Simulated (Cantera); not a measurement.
Standard-state values (1 bar) from the NASA 1993 polynomials, evaluated with Cantera. Values are per mole of reaction as written; species without (g) are pure solids or liquids, kept so even where they would boil at 1 bar. TiC: taken at fixed stoichiometry.

Q: Between 300 and 1448 K, where is each reaction favourable under standard conditions?
- CH₃(g) + Ti ⇌ TiC + 3 H(g)

A: 
- CH₃(g) + Ti ⇌ TiC + 3 H(g): ΔG° is 280 kJ at 300 K and 80 kJ at 1448 K; it stays positive (K < 1). ΔH° is 349 kJ and ΔS° 186 J/K at 1448 K.
